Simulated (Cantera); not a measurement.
Input (Python, Cantera):

```python
import numpy as np
import cantera as ct

gas = ct.Solution("gri30.yaml")
gas.TPX = 1173, 980000, {'CO': 0.0037, 'O2': 0.042, 'H2O': 0.0031, 'N2': 1, 'CH4': 0.0013}
reactor = ct.IdealGasConstPressureReactor(gas, energy="off", clone=False)
net = ct.ReactorNet([reactor])
net.rtol, net.atol = 1e-08, 1e-18
show = ['CO', 'O2', 'H2O', 'CO2', 'H', 'O', 'H2']
times = np.geomspace(1e-05, 10, 12)

steps = ct.SolutionArray(gas, extra=["t"])
rows = []
print(f"{'t/s':>10s}{'T/K':>9s}{'P/Pa':>11s}" + "".join(f"{s:>11s}" for s in show))
for t in times:
    while net.time < t:
        t_next = net.step()
        steps.append(gas.state, t=t_next)
    rows.append([np.interp(t, steps.t, y) for y in (steps.T, steps.P, *steps(*show).X.T)])
    print(f"{t:10.3e}{rows[-1][0]:9.1f}{rows[-1][1]:11.4g}" + "".join(f"{x:11.3e}" for x in rows[-1][2:]))
rate = np.gradient(steps.T, steps.t)
print("integrator steps:", len(steps.t))
if steps.T.max() > steps.T[0] + 200:
    print(f"time of steepest temperature rise: {steps.t[rate.argmax()]:.4e} s")
gas.TPX = 1173, 980000, {'CO': 0.0037, 'O2': 0.042, 'H2O': 0.0031, 'N2': 1, 'CH4': 0.0013}
gas.equilibrate("TP")
print(f"equilibrium (TP): T = {gas.T:.1f} K  " + "  ".join(f"{s} {gas[s].X[0]:.3e}" for s in show))
```

Output:

```
       t/s      T/K       P/Pa         CO         O2        H2O        CO2          H          O         H2
 1.000e-05   1173.0    9.8e+05  3.523e-03  4.000e-02  2.952e-03  4.805e-10  3.337e-12  2.500e-10  1.180e-12
 3.511e-05   1173.0    9.8e+05  3.523e-03  4.000e-02  2.952e-03  1.945e-09  6.980e-12  3.606e-10  1.230e-11
 1.233e-04   1173.0    9.8e+05  3.523e-03  4.000e-02  2.952e-03  7.949e-09  1.189e-11  4.081e-10  7.809e-11
 4.329e-04   1173.0    9.8e+05  3.523e-03  4.000e-02  2.952e-03  3.910e-08  3.336e-11  5.919e-10  6.250e-10
 1.520e-03   1173.0    9.8e+05  3.523e-03  4.000e-02  2.953e-03  3.630e-07  2.152e-10  1.929e-09  1.042e-08
 5.337e-03   1173.0    9.8e+05  3.513e-03  3.997e-02  2.977e-03  1.376e-05  8.817e-09  3.695e-08  1.021e-06
 1.874e-02   1173.0    9.8e+05  3.179e-03  3.748e-02  5.284e-03  1.520e-03  3.426e-08  5.302e-07  2.715e-05
 6.579e-02   1173.0    9.8e+05  1.619e-03  3.660e-02  5.429e-03  3.147e-03  8.385e-09  3.284e-07  1.815e-06
 2.310e-01   1173.0    9.8e+05  3.468e-04  3.599e-02  5.436e-03  4.422e-03  1.297e-09  7.399e-08  3.008e-07
 8.111e-01   1173.0    9.8e+05  1.984e-05  3.583e-02  5.437e-03  4.750e-03  6.056e-11  4.973e-09  1.880e-08
 2.848e+00   1173.0    9.8e+05  1.327e-09  3.582e-02  5.438e-03  4.770e-03  3.436e-13  1.037e-09  6.706e-11
 1.000e+01   1173.0    9.8e+05  7.379e-11  3.582e-02  5.438e-03  4.770e-03  3.083e-13  8.503e-10  6.610e-11
integrator steps: 2090
equilibrium (TP): T = 1173.0 K  CO 7.382e-11  O2 3.578e-02  H2O 5.438e-03  CO2 4.770e-03  H 3.083e-13  O 8.497e-10  H2 6.614e-11
```

Model: GRI-Mech 3.0 (53 species, 325 reactions), integrated in Cantera.
